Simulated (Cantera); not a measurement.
A Cantera script and its output.

```python
import numpy as np
import cantera as ct

gas = ct.Solution("gri30.yaml")
gas.TPX = 625, 110000, {'CH4': 1, 'C2H6': 0.091, 'O2': 1.66, 'N2': 6.23}
flame = ct.FreeFlame(gas, width=0.037)
flame.set_refine_criteria(ratio=3, slope=0.08, curve=0.16)
flame.transport_model = "mixture-averaged"
flame.solve(loglevel=0, auto=True)
z, T = flame.grid, flame.T
thick = (T[-1] - T[0]) / np.gradient(T, z).max()
show = ['CH4', 'C2H6', 'O2', 'CH2O', 'CH3', 'C2H2']
print(f"laminar burning velocity  {flame.velocity[0] * 100:.3f} cm/s")
print(f"burnt temperature         {T[-1]:.1f} K")
print(f"thermal thickness         {thick * 1e3:.4f} mm")
print(f"grid points               {len(z)}")
z0 = z[flame.heat_release_rate.argmax()]
print(f"{'z/mm':>9s}{'T/K':>9s}{'u/(m/s)':>9s}" + "".join(f"{s:>11s}" for s in show))
rows = []
for k in (-3, -2, -1.5, -1, -0.5, -0.25, 0, 0.25, 0.5, 1, 2, 4, 8):
    zz = z0 + k * thick
    rows.append([k * thick, np.interp(zz, z, T), np.interp(zz, z, flame.velocity),
                 *(np.interp(zz, z, flame.X[gas.species_index(s)]) for s in show)])
    print(f"{rows[-1][0] * 1e3:9.3f}{rows[-1][1]:9.1f}{rows[-1][2]:9.3f}" + "".join(f"{x:11.3e}" for x in rows[-1][3:]))
```

Output:

```
laminar burning velocity  86.238 cm/s
burnt temperature         2216.4 K
thermal thickness         0.4057 mm
grid points               139
     z/mm      T/K  u/(m/s)        CH4       C2H6         O2       CH2O        CH3       C2H2
   -1.217    625.5    0.866  1.109e-01  1.010e-02  1.842e-01  3.187e-07  1.460e-08  6.281e-08
   -0.811    630.0    0.877  1.099e-01  1.004e-02  1.829e-01  5.013e-06  1.667e-07  9.848e-07
   -0.609    646.4    0.905  1.080e-01  9.952e-03  1.807e-01  2.856e-05  9.025e-07  5.678e-06
   -0.406    744.8    1.057  1.001e-01  9.534e-03  1.715e-01  2.488e-04  1.463e-05  5.428e-05
   -0.203   1177.4    1.716  6.873e-02  6.768e-03  1.293e-01  1.250e-03  6.397e-04  4.749e-04
   -0.101   1559.4    2.311  3.875e-02  2.936e-03  8.490e-02  1.247e-03  3.035e-03  1.181e-03
    0.000   1899.2    2.853  1.178e-02  2.508e-04  3.872e-02  5.664e-04  4.108e-03  2.004e-03
    0.101   2069.7    3.119  1.949e-03  5.571e-06  1.293e-02  1.661e-04  1.568e-03  1.236e-03
    0.203   2124.2    3.198  2.869e-04  1.461e-07  4.006e-03  3.714e-05  3.428e-04  4.134e-04
    0.406   2148.6    3.226  1.020e-05  2.305e-10  6.518e-04  1.793e-06  1.511e-05  3.781e-05
    0.811   2162.6    3.241  9.863e-08  2.357e-14  2.671e-04  2.087e-08  1.516e-07  6.839e-07
    1.623   2178.0    3.260  4.264e-10  3.281e-18  1.721e-04  1.921e-09  5.794e-10  2.982e-09
    3.246   2194.3    3.282  1.456e-12  4.922e-21  9.252e-05  1.912e-09  1.601e-12  5.725e-12
```

Model: GRI-Mech 3.0 (53 species, 325 reactions), integrated in Cantera. Burning velocities carry a grid error of a few per cent, more on coarse grids.
